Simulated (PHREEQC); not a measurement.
A solution holds 0.47 mmol/kgw CaSO4, 25 mmol/kgw Na2HPO4 and 0.011 mmol/kgw H4SiO4, at 65 °C. Closed to the air; pH follows from the charge balance.

Equilibrium calculation in PHREEQC: ion-association model, wateq4f.dat.

- pH = 8.59
- ionic strength = 0.0730 mol/kgw
- total alkalinity = 25.0 meq/kg

| species | molality | activity | log γ |
|---|---|---|---|
| Na+ | 0.0491 | 0.0386 | -0.104 |
| HPO4-2 | 0.0233 | 0.00905 | -0.410 |
| NaHPO4- | 0.000859 | 0.000682 | -0.100 |
| SO4-2 | 0.000420 | 0.000162 | -0.413 |
| H2PO4- | 0.000390 | 0.000310 | -0.100 |
| CaPO4- | 0.000301 | 0.000239 | -0.100 |
| CaHPO4 | 0.000132 | 0.000135 | 0.007 |
| OH- | 6.02e-5 | 4.64e-5 | -0.113 |
| NaSO4- | 4.94e-5 | 3.93e-5 | -0.100 |

No solid was allowed to form. Saturation is exceeded, for instance for Hydroxyapatite; the values hold only as long as no solid forms. Complexes and solids missing from the database can't appear. H3PO4, which wateq4f.dat lacks, is added to it with the constant of phreeqc.dat. Constants without temperature data keep their 25 °C values here.
